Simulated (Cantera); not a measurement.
What does this Cantera script print?

```python
import numpy as np
import cantera as ct

gas = ct.Solution("gri30.yaml")


def delay(T, t_max=10):
    gas.TPX = T, 4000000, {'CO': 1, 'H2': 0.3, 'O2': 0.34, 'N2': 1.88, 'CO2': 0.15}
    reactor = ct.IdealGasReactor(gas, clone=False)
    net = ct.ReactorNet([reactor])
    net.rtol, net.atol = 1e-8, 1e-16
    while net.time < t_max:
        t_old, T_old = net.time, reactor.T
        net.step()
        if reactor.T > T + 400:  # ignition: a rise of 400 K
            return t_old + (T + 400 - T_old) / (reactor.T - T_old) * (net.time - t_old)
    return np.nan


taus = []
for T in [1050, 1125, 1200, 1275, 1350, 1425, 1500, 1575, 1650, 1725]:
    taus.append(delay(T))
    print(f"T0 = {T:6g} K   tau = {taus[-1]:.4e} s")
```

Output:

```
T0 =   1050 K   tau = 6.7957e-04 s
T0 =   1125 K   tau = 1.7231e-04 s
T0 =   1200 K   tau = 5.0540e-05 s
T0 =   1275 K   tau = 1.6475e-05 s
T0 =   1350 K   tau = 5.8906e-06 s
T0 =   1425 K   tau = 2.4355e-06 s
T0 =   1500 K   tau = 1.2582e-06 s
T0 =   1575 K   tau = 7.9067e-07 s
T0 =   1650 K   tau = 5.6441e-07 s
T0 =   1725 K   tau = 4.3686e-07 s
```

Model: GRI-Mech 3.0 (53 species, 325 reactions), integrated in Cantera. The hydrogen kinetics of GRI-Mech 3.0 are dated; newer H2 mechanisms differ, most at raised pressure. The pressure lies above the range GRI-Mech 3.0 was tuned for (to about 10 atm).
